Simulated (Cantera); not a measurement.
Charge: 1 mol CaCO3, 0.58 mol C, 0.23 mol O2, at 0.0100 bar.

These are equilibrium values from Cantera (NASA tables, ideal gas, pure condensed phases), not measurements of a reactor. Candidate condensed phases: C, Ca, CaCO3, CaO; 15 gas species. Kinetics and transport are ignored.

log p: log10 of the partial pressure in bar; n: condensed amount in mol.

```csv
T (°C),log p CO2,log p CO,log p O2,log p O,log p Ca,log p CaO,n CaO(s)
1277,-2.25,-2.35,-9.79,-10.00,-11.59,<-14,1.00
1377,-2.25,-2.35,[?],[?],[?],[?],1.00
1477,-2.25,-2.35,-7.64,-7.94,-9.62,-11.48,1.00
1577,-2.25,-2.35,[?],[?],[?],[?],1.00
1677,-2.25,-2.35,-5.93,-6.31,-8.05,-9.47,1.000
1777,-2.26,-2.35,-5.21,-5.62,-7.39,-8.62,1.000
1877,-2.26,-2.35,-4.57,-4.99,-6.78,-7.84,1.000
```

Q: Fill in the missing entries.

A: 
- 1377, log p O2: -8.65
- 1377, log p O: -8.91
- 1377, log p Ca: -10.54
- 1377, log p CaO: -12.67
- 1577, log p O2: -6.74
- 1577, log p O: -7.08
- 1577, log p Ca: -8.79
- 1577, log p CaO: -10.42
